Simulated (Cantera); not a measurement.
Feed: 1 mol Si₃H₈, 0.041 mol Cl₂, 54 mol N₂, held at 1723.15 K and 75.0 Torr.

Method: chemical equilibrium by Gibbs-energy minimisation in Cantera with the NASA 1993 tables (ideal gas, pure condensed phases). Candidate condensed phases: NH₄Cl, Si, Si₃N₄; 28 gas species. The feed counts by its element totals alone. Equilibrium is a limit: real reactors are often held back by kinetics, nucleation or transport.

Task: What is the equilibrium state?

Result: 
```json
{
 "x(N₂)": "0.928",
 "x(H₂)": "0.0706",
 "x(HCl)": "0.00144",
 "x(H)": "0.000153",
 "x(SiCl₂)": "8.85e-6",
 "x(Cl)": "2.43e-6",
 "n(Si₃N₄(s))": "1.000 mol",
 "gas_amount": "56.05 mol",
 "log10 activity of Si(l) (absent)": "-1.06"
}
```
